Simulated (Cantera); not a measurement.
An isothermal, constant-pressure homogeneous reactor starts with 2.22 % H2, 63.5 % O2, 34.3 % N2, equivalence ratio 0.018, at 1150 K and 0.00130 bar.

Model: GRI-Mech 3.0 (53 species, 325 reactions), integrated in Cantera. Radical loss at walls, strong at low pressure, is not modelled.

Q: Predict: x(H2) at 200 s; x(O2) at 200 s; x(NO) at 200 s; x(N2O) at 200 s; x(HO2) at 200 s; x(H) at 200 s.

A: 
- x(H2) at 200 s: 9.51e-7 (gas-phase equilibrium 3.39e-9)
- x(O2) at 200 s: 0.631 (gas-phase equilibrium 0.631)
- x(NO) at 200 s: 1.34e-7 (gas-phase equilibrium 0.000152)
- x(N2O) at 200 s: 1.13e-9 (gas-phase equilibrium 2.63e-10)
- x(HO2) at 200 s: 8.63e-9 (gas-phase equilibrium 1.54e-9)
- x(H) at 200 s: 5.67e-7 (gas-phase equilibrium 1.21e-10)
